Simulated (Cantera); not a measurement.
Feed: 1 mol NaBr, 0.18 mol O2, 51 mol H2, at 1050 K and 4.00e-6 bar.

Cantera equilibrium calculation (NASA polynomials, part measured and part estimated; ideal gas, pure solids and liquids). Candidate condensed phases: Br2, H2O, Na, NaBr, NaOH, NaO2, Na2O, Na2O2; 20 gas species. Kinetics and transport are ignored.

Base state: H2 0.974, NaBr 0.0190, H2O 0.00692, Na 0.000210, HBr 0.000209 (mole fractions); condensed: gas only.

**Question.** What changes in the equilibrium state with this change: O2 from 0.18 to 0.42 mol?

**Answer.** 
| species | before | after |
|---|---|---|
| H2 | 0.974 | 0.964 |
| NaBr | 0.0190 | 0.0190 |
| H2O | 0.00692 | 0.0162 |
| Na | 0.000210 | 0.000210 |
| HBr | 0.000209 | 0.000209 |

**Question.** What changes in the equilibrium state with this change: temperature from 1050 K to 1300 K?

**Answer.** 
```tsv
species	before	after
H2	0.974	0.971
NaBr	0.0190	0.0170
H2O	0.00692	0.00691
Na	0.000210	0.00223
Br	9.76e-7	0.000265
H	4.00e-6	0.000545
HBr	0.000209	0.00197
```
